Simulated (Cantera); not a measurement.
An adiabatic, constant-volume homogeneous reactor starts with CH4 : O2 : N2 : H2O = 1 : 3.39 : 12.7 : 1.8 (molar parts), at 1123 K and 4.15 atm.

Model: GRI-Mech 3.0 (53 species, 325 reactions), integrated in Cantera.

One state of this run: T (K) = 2395; P (bar) = 8.99; x CH4 = <1e-12; x O2 = 0.0676; x H2O = 0.196; x CO2 = 0.0514; x C2H2 = <1e-12. x: mole fraction; the columns are a selection and need not sum to one.

Which value of t (s) does it belong to?
A) 0.0851
B) 0.0145
C) 0.00246
D) 1.21e-5

A, 0.0851
